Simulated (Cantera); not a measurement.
Input (Python, Cantera) and output of one run.

```python
import numpy as np
import cantera as ct

gas_names = [...]  # 109 gases of nasa_gas.yaml made of C, Cl, H, Si
cond_names = """
    C(gr) C6H6(L) C7H8(L) C8H18(L),n-octa Si(cr) Si(L) SiC(b)
""".split()


# ... load() reads the species with a 1 bar reference pressure and builds the phases ...
atoms = {
    'SiCl4': {'Si': 1, 'CL': 4},
    'HCl': {'H': 1, 'CL': 1},
    'H2': {'H': 2},
    'C3H8': {'C': 3, 'H': 8},
}
top_T = {'C(gr)': 4500, 'SiC(b)': 3050}  # K; cautious upper limits of use, not melting points


# ... equilibrate(T, P, feed) seeds the gas with the atoms and calls Mixture.equilibrate('TP', solver="vcs", rtol=1e-11, max_steps=5000) ...
results = []
T = 2200  # K
P = 2300  # Pa
for m in [17, 22, 30, 40, 54, 73, 98, 130, 180, 240]:
    feed = {'SiCl4': 1, 'HCl': 0.017, 'H2': m, 'C3H8': 0.81}  # mol
    mix = equilibrate(T, P, feed)
    results.append((T, P, feed, dict(zip(mix.species_names, mix.species_moles))))

top = {s: max(r[3][s] / sum(r[3][g] for g in gas_names) for r in results) for s in gas_names}
cols = sorted((s for s in top if top[s] > 1e-05), key=lambda s: -top[s])[:9]
seen = [c for c in cond_names if any(r[3].get(c, 0) > 1e-12 for r in results)]
print("log10 of partial pressures in bar; condensed amounts in mol")
print(f"{'n(H2)':>10s}" + "".join(f"{s[:9]:>10s}" for s in cols + seen))
for T, P, feed, n in results:
    ng = sum(n[g] for g in gas_names)
    print(f"{feed['H2']:10.4g}" + "".join(f"{np.log10(max(n[s] / ng * P / 1e5, 1e-99)):10.3f}" for s in cols)
          + "".join(f"{n.get(c, 0):10.4g}" for c in seen))
```

Result:

```
log10 of partial pressures in bar; condensed amounts in mol
     n(H2)        H2       HCL         H     SiCL2        CL C2H2,acet        Si      SiCL      SiC2     C(gr)    SiC(b)
        17    -1.739    -2.439    -3.119    -3.823    -3.957    -4.330    -4.403    -4.880    -5.420      1.54    0.7874
        22    -1.723    -2.520    -3.111    -4.001    -4.046    -4.315    -4.403    -4.969    -5.420     1.496     0.804
        30    -1.708    -2.625    -3.103    -4.227    -4.159    -4.299    -4.403    -5.082    -5.420     1.442    0.8138
        40    -1.696    -2.729    -3.097    -4.446    -4.268    -4.287    -4.403    -5.191    -5.420     1.389    0.8119
        54    -1.686    -2.842    -3.093    -4.681    -4.386    -4.278    -4.403    -5.309    -5.420     1.327    0.7972
        73    -1.679    -2.960    -3.089    -4.924    -4.507    -4.270    -4.403    -5.430    -5.420     1.253    0.7673
        98    -1.674    -3.078    -3.086    -5.166    -4.628    -4.265    -4.403    -5.551    -5.420     1.163    0.7203
       130    -1.669    -3.193    -3.084    -5.401    -4.746    -4.261    -4.403    -5.669    -5.420     1.053    0.6547
       180    -1.666    -3.328    -3.082    -5.674    -4.883    -4.257    -4.403    -5.806    -5.420    0.8866     0.547
       240    -1.664    -3.449    -3.081    -5.918    -5.005    -4.255    -4.403    -5.928    -5.420    0.6901    0.4142
```

These are equilibrium values from Cantera (NASA tables, ideal gas, pure condensed phases), not measurements of a reactor. The tables' values for SiCl, SiCl3 are old estimates; treat these amounts as uncertain. Gases not in the tables: Si2H6 and higher silanes.
